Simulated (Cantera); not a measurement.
Cantera with NASA thermochemical tables; ideal gases at 1 bar, condensed phases pure. Values are per mole of reaction as written; species without (g) are pure solids or liquids, kept so even where they would boil at 1 bar.

Cl2(g) + 2 K(g) ⇌ 2 KCl(g)

```
T (K)  ΔH° (kJ)  ΔS° (J/K)  ΔG° (kJ)  log10 K
-----  --------  ---------  --------  -------
1850     -611.5      -70.6    -480.9    13.58
1900          ?          ?         ?        ?
1950     -611.7      -70.7    -473.9    12.69
2000     -611.8      -70.8    -470.3    12.28
2050     -612.0      -70.8    -466.8    11.89
2100     -612.1      -70.9    -463.2    11.52
2150     -612.3      -71.0    -459.7    11.17
2200          ?          ?         ?        ?
2250     -612.6      -71.1    -452.6    10.51
```

Question: What belongs in the gaps?

Answer: 
- 1900, ΔH° (kJ): -611.6
- 1900, ΔS° (J/K): -70.6
- 1900, ΔG° (kJ): -477.4
- 1900, log10 K: 13.12
- 2200, ΔH° (kJ): -612.4
- 2200, ΔS° (J/K): -71.0
- 2200, ΔG° (kJ): -456.1
- 2200, log10 K: 10.83
